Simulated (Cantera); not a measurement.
A Cantera script and what it prints.

```python
import numpy as np
import cantera as ct

gas_names = """
    Br Br2 N N2 Si SiBr SiBr2 SiBr3 SiBr4 SiN Si2 Si2N Si3
""".split()
cond_names = """
    Br2(cr) Br2(L) Si(cr) Si(L) Si3N4(a)
""".split()


# ... load() reads the species with a 1 bar reference pressure and builds the phases ...
atoms = {
    'Si': {'Si': 1},
    'Br2': {'Br': 2},
    'N2': {'N': 2},
}
top_T = {'Si3N4(a)': 2400}  # K; cautious upper limits of use, not melting points


# ... equilibrate(T, P, feed) seeds the gas with the atoms and calls Mixture.equilibrate('TP', solver="vcs", rtol=1e-11, max_steps=5000) ...
results = []
P = 8.3  # Pa
for T in [473, 573, 673, 773, 873, 973, 1073, 1173, 1273, 1373, 1473, 1573, 1673]:
    for m in [1.1, 1.3, 1.6, 2, 2.4, 3, 3.6, 4.4, 5.4, 6.6, 8.1, 9.9]:
        feed = {'Si': 1, 'Br2': m, 'N2': 0.16}  # mol
        mix = equilibrate(T, P, feed)
        results.append((T, P, feed, dict(zip(mix.species_names, mix.species_moles))))

for T, P, feed, n in results:
    print(f"{T:7g} {feed['Br2']:10.4g}  " + (" + ".join(c for c in cond_names if n.get(c, 0) > 1e-12) or "gas only"))
```

Output:

```
    473        1.1  Si(cr) + Si3N4(a)
    473        1.3  Si(cr) + Si3N4(a)
    473        1.6  Si3N4(a)
    473          2  gas only
    473        2.4  gas only
    473          3  gas only
    473        3.6  gas only
    473        4.4  gas only
    473        5.4  gas only
    473        6.6  gas only
    473        8.1  gas only
    473        9.9  gas only
    573        1.1  Si(cr) + Si3N4(a)
    573        1.3  Si(cr) + Si3N4(a)
    573        1.6  Si3N4(a)
    573          2  Si3N4(a)
    573        2.4  gas only
    573          3  gas only
    573        3.6  gas only
    573        4.4  gas only
    573        5.4  gas only
    573        6.6  gas only
    573        8.1  gas only
    573        9.9  gas only
    673        1.1  Si(cr) + Si3N4(a)
    673        1.3  Si(cr) + Si3N4(a)
    673        1.6  Si3N4(a)
    673          2  Si3N4(a)
    673        2.4  gas only
    673          3  gas only
    673        3.6  gas only
    673        4.4  gas only
    673        5.4  gas only
    673        6.6  gas only
    673        8.1  gas only
    673        9.9  gas only
    773        1.1  Si(cr) + Si3N4(a)
    773        1.3  Si(cr) + Si3N4(a)
    773        1.6  Si3N4(a)
    773          2  Si3N4(a)
    773        2.4  gas only
    773          3  gas only
    773        3.6  gas only
    773        4.4  gas only
    773        5.4  gas only
    773        6.6  gas only
    773        8.1  gas only
    773        9.9  gas only
    873        1.1  Si(cr) + Si3N4(a)
    873        1.3  Si(cr) + Si3N4(a)
    873        1.6  Si3N4(a)
    873          2  gas only
    873        2.4  gas only
    873          3  gas only
    873        3.6  gas only
    873        4.4  gas only
    873        5.4  gas only
    873        6.6  gas only
    873        8.1  gas only
    873        9.9  gas only
    973        1.1  Si(cr) + Si3N4(a)
    973        1.3  Si(cr) + Si3N4(a)
    973        1.6  Si3N4(a)
    973          2  gas only
    973        2.4  gas only
    973          3  gas only
    973        3.6  gas only
    973        4.4  gas only
    973        5.4  gas only
    973        6.6  gas only
    973        8.1  gas only
    973        9.9  gas only
   1073        1.1  Si(cr) + Si3N4(a)
   1073        1.3  Si3N4(a)
   1073        1.6  Si3N4(a)
   1073          2  gas only
   1073        2.4  gas only
   1073          3  gas only
   1073        3.6  gas only
   1073        4.4  gas only
   1073        5.4  gas only
   1073        6.6  gas only
   1073        8.1  gas only
   1073        9.9  gas only
   1173        1.1  Si3N4(a)
   1173        1.3  Si3N4(a)
   1173        1.6  Si3N4(a)
   1173          2  gas only
   1173        2.4  gas only
   1173          3  gas only
   1173        3.6  gas only
   1173        4.4  gas only
   1173        5.4  gas only
   1173        6.6  gas only
   1173        8.1  gas only
   1173        9.9  gas only
   1273        1.1  Si3N4(a)
   1273        1.3  gas only
   1273        1.6  gas only
   1273          2  gas only
   1273        2.4  gas only
   1273          3  gas only
   1273        3.6  gas only
   1273        4.4  gas only
   1273        5.4  gas only
   1273        6.6  gas only
   1273        8.1  gas only
   1273        9.9  gas only
   1373        1.1  gas only
   1373        1.3  gas only
   1373        1.6  gas only
   1373          2  gas only
   1373        2.4  gas only
   1373          3  gas only
   1373        3.6  gas only
   1373        4.4  gas only
   1373        5.4  gas only
   1373        6.6  gas only
   1373        8.1  gas only
   1373        9.9  gas only
   1473        1.1  gas only
   1473        1.3  gas only
   1473        1.6  gas only
   1473          2  gas only
   1473        2.4  gas only
   1473          3  gas only
   1473        3.6  gas only
   1473        4.4  gas only
   1473        5.4  gas only
   1473        6.6  gas only
   1473        8.1  gas only
   1473        9.9  gas only
   1573        1.1  Si(cr)
   1573        1.3  gas only
   1573        1.6  gas only
   1573          2  gas only
   1573        2.4  gas only
   1573          3  gas only
   1573        3.6  gas only
   1573        4.4  gas only
   1573        5.4  gas only
   1573        6.6  gas only
   1573        8.1  gas only
   1573        9.9  gas only
   1673        1.1  Si(cr)
   1673        1.3  gas only
   1673        1.6  gas only
   1673          2  gas only
   1673        2.4  gas only
   1673          3  gas only
   1673        3.6  gas only
   1673        4.4  gas only
   1673        5.4  gas only
   1673        6.6  gas only
   1673        8.1  gas only
   1673        9.9  gas only
```

These are equilibrium values from Cantera (NASA tables, ideal gas, pure condensed phases), not measurements of a reactor. N2 is the only nitrogen source here; it is nearly inert below about 1500 K, so the nitride shown seldom forms there in practice. Mutual solubility and eutectic melting of coexisting phases are not modelled. The tables' values for SiBr3 are old estimates.
